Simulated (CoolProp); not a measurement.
Computed with CoolProp (reference Helmholtz-energy equation of state, Lemmon 2005). It is a short technical equation, of lower accuracy than the large ones.

Task: For isobutene, give the phase and the cp (kJ/(kg K)), Joule-Thomson coefficient (K/MPa) at -131.45 °C and 0.0229 MPa; 37.55 °C and 0.667 MPa; -27.55 °C and 0.121 MPa.

Result: 
- -131.45 °C and 0.0229 MPa: liquid; cp 1.91, Joule-Thomson coefficient -0.559
- 37.55 °C and 0.667 MPa: liquid; cp 2.45, Joule-Thomson coefficient -0.196
- -27.55 °C and 0.121 MPa: liquid; cp 2.14, Joule-Thomson coefficient -0.422
